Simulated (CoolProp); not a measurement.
Vapour-liquid equilibrium of n-heptane (1) + ethylbenzene (2) at 0.0111 bar; x and y are mole fractions of (1).

Computed with CoolProp (multi-fluid Helmholtz-energy mixture model, Span 2003 and Zhou 2012; pair parameters Bell 2016).

```csv
x,"bubble temperature, mixture model (K)","bubble temperature, Raoult's law (K)","y, mixture model","y, Raoult's law"
0.05,290.8,292.6,0.288,0.207
0.125,285.8,288.8,0.517,0.422
0.2,282.3,285.6,0.642,0.567
0.275,279.7,282.9,0.721,0.671
0.35,277.7,280.6,0.776,0.747
0.425,276.1,278.5,0.818,0.804
0.5,274.7,276.7,0.851,0.850
0.575,273.5,275.1,0.878,0.886
0.65,272.4,273.6,0.903,0.915
0.725,271.4,272.2,0.925,0.939
0.8,270.5,271.0,0.946,0.960
0.875,269.6,269.9,0.966,0.977
0.95,268.7,268.8,0.987,0.991
```

The largest gap from Raoult's law is -3.3 K in bubble temperature, at x = 0.2. No azeotrope shows between x = 0.05 and 0.95.

Pair parameters are fitted to limited data, so mixtures are less certain than the pure fluids.
